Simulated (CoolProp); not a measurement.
Vapour-liquid equilibrium of n-heptane (1) + ethylbenzene (2) at 0.216 MPa; x and y are mole fractions of (1).

The numbers come from the multi-fluid Helmholtz-energy mixture model, Span 2003 and Zhou 2012; pair parameters Bell 2016 in CoolProp.

| x | bubble temperature (K) | y at the bubble point | dew temperature at overall composition x (K) | liquid density (mol/L) |
|---|---|---|---|---|
| 0.05 | 435.8 | 0.130 | 438.4 | 6.824 |
| 0.2 | 425.8 | 0.405 | 433.4 | 6.682 |
| 0.35 | 418.5 | 0.582 | 427.9 | 6.525 |
| 0.5 | 412.9 | 0.709 | 422.0 | 6.365 |
| 0.65 | 408.3 | 0.810 | 415.6 | 6.205 |
| 0.8 | 404.3 | 0.896 | 408.7 | 6.050 |
| 0.95 | 400.7 | 0.975 | 401.8 | 5.901 |

No azeotrope shows between x = 0.05 and 0.95.

Pair parameters are fitted to limited data, so mixtures are less certain than the pure fluids.
